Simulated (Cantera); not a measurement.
Charge: 1 mol CHF₃, 8.5 mol H₂, equilibrated at 100000 Pa.

Method: chemical equilibrium by Gibbs-energy minimisation in Cantera with the NASA 1993 tables (ideal gas, pure condensed phases). Candidate condensed phases: C, C₆H₆, C₇H₈, C₈H₁₈; 95 gas species. Rates play no part.

Task: What share of the C ends up in condensed phases as a function of T (K), at 1850, 1950, 2050, 2150, 2250, 2350, 2450, 2550?

Result: 
```tsv
T (K)	C condensed (%)	as
1850	99.2	C(graphite)
1950	98.9	C(graphite)
2050	98.2	C(graphite)
2150	96.9	C(graphite)
2250	94.8	C(graphite)
2350	91.6	C(graphite)
2450	86.9	C(graphite)
2550	80.2	C(graphite)
```
